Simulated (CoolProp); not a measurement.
The fluid at 293.15 K and 0.525 MPa is throttled through a valve to 0.359 MPa with no heat exchange. The same conditions are run with several fluids, on thermodynamics alone (safety and materials aside).

The numbers come from the reference Helmholtz-energy equation of state of each fluid (isobutene: Lemmon 2005; isobutane: Bücker 2006; tetradecamethylhexasiloxane (MD4M): Thol 2019; R123: Younglove 1994; o-xylene: Zhou 2012) in CoolProp.

```tsv
fluid	temperature change (K)	final density (kg/m³)
isobutene	+0.0	595
isobutane	+0.0	(withheld)
tetradecamethylhexasiloxane (MD4M)	+0.1	(withheld)
R123	+0.1	1480
o-xylene	+0.1	(withheld)
```

### Question
What belongs in the gaps?

### Answer

- isobutane, final density (kg/m³): 557
- tetradecamethylhexasiloxane (MD4M), final density (kg/m³): 892
- o-xylene, final density (kg/m³): 880
